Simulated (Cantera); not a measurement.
Input (Python, Cantera):

```python
import numpy as np
import cantera as ct

gas = ct.Solution("gri30.yaml")
gas.TPX = 2000, 110000, {'CH4': 1, 'CO2': 2.1, 'H2': 0.11}
reactor = ct.IdealGasConstPressureReactor(gas, energy="off", clone=False)
net = ct.ReactorNet([reactor])
net.rtol, net.atol = 1e-08, 1e-18
show = ['CH4', 'CO2', 'H2', 'HO2', 'C2H']
times = np.geomspace(2e-05, 2, 13)

steps = ct.SolutionArray(gas, extra=["t"])
rows = []
print(f"{'t/s':>10s}{'T/K':>9s}{'P/Pa':>11s}" + "".join(f"{s:>11s}" for s in show))
for t in times:
    while net.time < t:
        t_next = net.step()
        steps.append(gas.state, t=t_next)
    rows.append([np.interp(t, steps.t, y) for y in (steps.T, steps.P, *steps(*show).X.T)])
    print(f"{t:10.3e}{rows[-1][0]:9.1f}{rows[-1][1]:11.4g}" + "".join(f"{x:11.3e}" for x in rows[-1][2:]))
rate = np.gradient(steps.T, steps.t)
print("integrator steps:", len(steps.t))
if steps.T.max() > steps.T[0] + 200:
    print(f"time of steepest temperature rise: {steps.t[rate.argmax()]:.4e} s")
gas.TPX = 2000, 110000, {'CH4': 1, 'CO2': 2.1, 'H2': 0.11}
gas.equilibrate("TP")
print(f"equilibrium (TP): T = {gas.T:.1f} K  " + "  ".join(f"{s} {gas[s].X[0]:.3e}" for s in show))
```

Result:

```
       t/s      T/K       P/Pa        CH4        CO2         H2        HO2        C2H
 2.000e-05   2000.0    1.1e+05  2.909e-01  6.469e-01  4.597e-02  1.565e-11  2.180e-08
 5.220e-05   2000.0    1.1e+05  2.319e-01  6.155e-01  9.558e-02  3.015e-11  7.030e-07
 1.363e-04   2000.0    1.1e+05  1.413e-01  5.330e-01  1.784e-01  5.645e-11  2.753e-06
 3.557e-04   2000.0    1.1e+05  6.719e-02  4.124e-01  2.000e-01  8.706e-11  4.538e-06
 9.283e-04   2000.0    1.1e+05  2.098e-02  2.590e-01  1.490e-01  1.298e-10  6.542e-06
 2.423e-03   2000.0    1.1e+05  8.199e-03  1.604e-01  1.378e-01  1.484e-10  6.237e-06
 6.325e-03   2000.0    1.1e+05  6.485e-03  1.133e-01  1.833e-01  6.711e-11  2.839e-06
 1.651e-02   2000.0    1.1e+05  3.805e-03  8.106e-02  2.293e-01  3.243e-11  8.042e-07
 4.309e-02   2000.0    1.1e+05  8.335e-04  6.685e-02  2.551e-01  2.195e-11  6.079e-08
 1.125e-01   2000.0    1.1e+05  1.165e-06  6.521e-02  2.586e-01  2.201e-11  2.863e-11
 2.936e-01   2000.0    1.1e+05  3.335e-09  6.521e-02  2.586e-01  2.204e-11  1.469e-16
 7.662e-01   2000.0    1.1e+05  3.335e-09  6.521e-02  2.586e-01  2.204e-11  1.469e-16
 2.000e+00   2000.0    1.1e+05  3.335e-09  6.521e-02  2.586e-01  2.204e-11  1.469e-16
integrator steps: 1953
equilibrium (TP): T = 2000.0 K  CH4 3.717e-09  CO2 6.521e-02  H2 2.586e-01  HO2 2.204e-11  C2H 1.632e-16
```

Model: GRI-Mech 3.0 (53 species, 325 reactions), integrated in Cantera.
